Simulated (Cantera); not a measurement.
An isothermal, constant-pressure homogeneous reactor starts with 85.5 % NH3, 14.5 % N2, at 1500 K and 0.0267 bar.

Detailed kinetics in Cantera: the gas-phase N/H chemistry of the illustrative SiF4/NH3 mechanism in the Surface Chemkin manual (1991). Walls and surfaces, which speed up NH3 decomposition in real reactors, are not modelled.

Question: Predict: x(NH3) at 200 s; x(N2H2) at 200 s; x(NH) at 200 s; x(N2) at 200 s; x(H2) at 200 s.

Answer: 
```json
{
 "x(NH3) at 200 s": "0.482 (gas-phase equilibrium 5.20e-7)",
 "x(N2H2) at 200 s": "3.66e-7 (gas-phase equilibrium <1e-12)",
 "x(NH) at 200 s": "2.08e-7 (gas-phase equilibrium 1.89e-12)",
 "x(N2) at 200 s": "0.216 (gas-phase equilibrium 0.309)",
 "x(H2) at 200 s": "0.301 (gas-phase equilibrium 0.691)"
}
```
